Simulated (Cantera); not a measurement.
A closed system holds: 1 mol borazine, 19 mol NH3, held at 58.0 Pa.

These are equilibrium values from Cantera (NASA tables, ideal gas, pure condensed phases), not measurements of a reactor. Candidate condensed phases: B, BN; 15 gas species. The feed counts by its element totals alone. The tables' values for BH2 are old estimates; treat these amounts as uncertain. Kinetics and transport are ignored.

x: gas mole fraction; n: condensed amount in mol.

| T (K) | x H2 | x H | x N2 | x B | x BH2 | x BH | n BN(s) | n B(s) |
|---|---|---|---|---|---|---|---|---|
| 1398 | 0.768 | 0.000172 | 0.232 | <1e-12 | 3.61e-9 | <1e-12 | 3.00 | 0 |
| 1548 | 0.767 | 0.00112 | 0.232 | 1.58e-10 | 1.45e-7 | ___ | 3.00 | 0 |
| 1698 | 0.764 | 0.00525 | 0.231 | 3.99e-8 | 3.01e-6 | ___ | 3.00 | 0 |
| 1848 | 0.751 | 0.0191 | 0.230 | 4.08e-6 | 3.76e-5 | ___ | 3.00 | 0 |
| 1998 | 0.718 | 0.0564 | 0.225 | 0.000208 | 0.000310 | ___ | 2.98 | 0 |
| 2148 | 0.620 | 0.136 | 0.241 | 0.00227 | 0.000639 | ___ | 0 | 2.86 |
| 2298 | 0.486 | 0.277 | 0.218 | 0.0171 | 0.00100 | ___ | 0 | 2.07 |
| 2448 | 0.306 | 0.457 | 0.187 | 0.0497 | 0.000577 | ___ | 0 | 0 |

Some entries are withheld; supply them.


- 1548, x BH: 6.50e-11
- 1698, x BH: 7.10e-9
- 1848, x BH: 3.57e-7
- 1998, x BH: 9.79e-6
- 2148, x BH: 5.95e-5
- 2298, x BH: 0.000253
- 2448, x BH: 0.000394
